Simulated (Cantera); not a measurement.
An isothermal plug-flow reactor at 950 K and 5.00 bar (inlet), inlet velocity 2.9 m/s, active area per volume 89 1/m; feed 1.21 % H₂, 19.2 % O₂, 79.6 % N₂.

Model: Deutschmann's 1995 Pt surface mechanism with GRI-Mech 3.0 gas chemistry, integrated in Cantera. Catalytic surfaces can have several steady states; this one follows from the mechanism file's or the stated starting coverage. Mass transfer to the wall is taken as infinitely fast.

One state of this run: x H₂ = 0.00893; x O₂ = 0.190; x H₂O = 0.00319; θ free Pt = 0.122; θ O* = 0.875; θ OH* = 0.00343. x: gas mole fraction; θ: surface coverage.

Task: Which value of z (m) does it belong to?
A. 0.044
B. 0.016
C. 0.0095
D. 0.002

Result: D, 0.002
